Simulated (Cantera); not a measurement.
Input: 1 mol Si3N4, 0.093 mol N2O, 32 mol H2, at 1500 K and 1950 Torr.

Method: chemical equilibrium by Gibbs-energy minimisation in Cantera with the NASA 1993 tables (ideal gas, pure condensed phases). Candidate condensed phases: H2O, Si, SiO2, Si2N2O, Si3N4; 35 gas species. Mutual solubility and eutectic melting of coexisting phases are not modelled. Kinetics and transport are ignored.

What is the equilibrium state?


```json
{
  "x(H2)": "0.996",
  "x(N2)": "0.00386",
  "x(H)": "1.09e-5",
  "x(NH3)": "9.94e-6",
  "n(Si2N2O(s))": "0.0930 mol",
  "n(Si3N4(s))": "0.938 mol",
  "gas_amount": "32.12 mol",
  "log10 activity of Si(s) (absent)": "-1.55"
}
```
